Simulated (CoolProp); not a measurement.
Toluene at 293.15 K and 1.15 MPa flows at 13 m/s in a round tube of 12.7 mm bore and 45 µm roughness, fully developed (64/Re and Nu = 3.66 if laminar; Colebrook and Gnielinski if turbulent). Each further row changes one setting.

Values from CoolProp's reference Helmholtz-energy equation of state, Lemmon 2006. It is a short technical equation, of lower accuracy than the large ones.

| case | Reynolds number | Darcy friction factor | pressure drop (Pa/m) | heat-transfer coefficient (W/(m² K)) | mass flow (kg/h) |
|---|---|---|---|---|---|
| as stated | 242000 | 0.0279 | 161000 | 21000 | 5140 |
| velocity 26 m/s | 484000 | 0.0277 | 639000 | 41900 | 10300 |
| diameter 25.4 mm | 484000 | 0.0231 | 66700 | 18600 | 20600 |

Viscosity comes from a separate model (Avgeri 2015). Thermal conductivity comes from a separate model (Assael 2012).
